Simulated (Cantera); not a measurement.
Input (Python, Cantera):

```python
import numpy as np
import cantera as ct

gas = ct.Solution("gri30.yaml", transport_model="multicomponent")
show = ['C2H2', 'O', 'NO']

rows = []
print(f"{'T/K':>7s}{'rho':>11s}{'cp':>10s}{'mu':>11s}{'lambda':>11s}{'Pr':>7s}" + "".join(f"{'D_' + s:>11s}" for s in show))
for T in [400, 500, 600, 700, 800, 900]:
    gas.TPX = T, 19000, {'H2O': 0.92, 'N2O': 0.22}
    Pr = gas.cp_mass * gas.viscosity / gas.thermal_conductivity
    D = [gas.mix_diff_coeffs_mole[gas.species_index(s)] for s in show]
    rows.append([gas.density, gas.cp_mass, gas.viscosity, gas.thermal_conductivity, Pr, *D])
    print(f"{T:7g}{gas.density:11.4e}{gas.cp_mass:10.1f}{gas.viscosity:11.4e}"
          f"{gas.thermal_conductivity:11.4e}{Pr:7.3f}" + "".join(f"{d:11.4e}" for d in D))
print("SI units: kg/m3, J/kg/K, Pa s, W/m/K, m2/s")
```

Output:

```
    T/K        rho        cp         mu     lambda     Pr     D_C2H2        D_O       D_NO
    400 1.3158e-01    1558.5 1.5578e-05 3.5217e-02  0.689 1.4855e-04 3.1252e-04 1.8967e-04
    500 1.0527e-01    1618.3 1.9503e-05 4.6056e-02  0.685 2.2771e-04 4.6835e-04 2.8657e-04
    600 8.7721e-02    1678.8 2.3358e-05 5.7417e-02  0.683 3.2025e-04 6.4755e-04 3.9857e-04
    700 7.5189e-02    1738.4 2.7123e-05 6.9175e-02  0.682 4.2503e-04 8.4832e-04 5.2446e-04
    800 6.5791e-02    1796.6 3.0792e-05 8.1244e-02  0.681 5.4115e-04 1.0693e-03 6.6330e-04
    900 5.8481e-02    1853.4 3.4364e-05 9.3586e-02  0.681 6.6790e-04 1.3094e-03 8.1433e-04
SI units: kg/m3, J/kg/K, Pa s, W/m/K, m2/s
```

Computed with Cantera and GRI-Mech 3.0 (53 species, 325 reactions). Polar gases are described roughly by these parameters.
